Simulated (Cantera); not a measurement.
A closed system holds: 1 mol Si, 0.62 mol Cl2, 3.4 mol H2, held at 550 K and 72.0 Pa.

Equilibrium computed with Cantera from the NASA thermochemical tables; the gas is ideal and each condensed phase is pure. Candidate condensed phases: Si; 19 gas species. Rates play no part.

Base state: H2 0.914, SiCl4 0.0768, SiHCl3 0.00920, HCl 5.78e-5, SiH2Cl2 4.65e-5 (mole fractions); condensed: Si(s).

Question: What changes in the equilibrium state with this change: temperature from 550 K to 1123.15 K?

Answer: 
| species | before | after |
|---|---|---|
| H2 | 0.914 | 0.812 |
| HCl | 5.78e-5 | 0.117 |
| SiCl2 | 1.19e-9 | 0.0359 |
| SiCl4 | 0.0768 | 0.0238 |
| SiCl3 | 1.61e-7 | 0.00830 |
| SiHCl3 | 0.00920 | 0.00282 |
| Si(s), mol | 0.681 | 0.724 |
The tables' values for SiCl3 are old estimates; treat these amounts as uncertain.
